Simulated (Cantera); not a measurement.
A perfectly stirred reactor is fed with H2 : O2 : N2 = 1.9 : 1 : 1.1 (molar parts), at 13300 Pa; it is held at 1400 K, and followed from long to short residence time.

Computed with Cantera and the H2/O2 subset of GRI-Mech 3.0, which has no nitrogen chemistry. The temperature is held fixed by assumption; the heat of reaction is taken as removed at once.

x: mole fraction; the columns are a selection and need not sum to one.

```
τ (s)       x H2    x O2   x H2O2     x OH       x H
-------  -------  ------  -------  -------  --------
0.71     0.00389  0.0179      [?]  0.00167  0.000513
0.20     0.00803  0.0198      [?]  0.00253   0.00162
0.054     0.0156  0.0236      [?]  0.00385   0.00485
0.015     0.0272  0.0300      [?]  0.00571    0.0129
0.0041    0.0436  0.0402  2.05e-6  0.00829    0.0318
0.0011    0.0639  0.0550  2.17e-6   0.0115    0.0703
0.00032   0.0835  0.0717      [?]   0.0143     0.125
```

**Question.** What belongs in the gaps?

**Answer.** 
- 0.71, x H2O2: 5.44e-7
- 0.20, x H2O2: 8.57e-7
- 0.054, x H2O2: 1.27e-6
- 0.015, x H2O2: 1.69e-6
- 0.00032, x H2O2: 1.99e-6
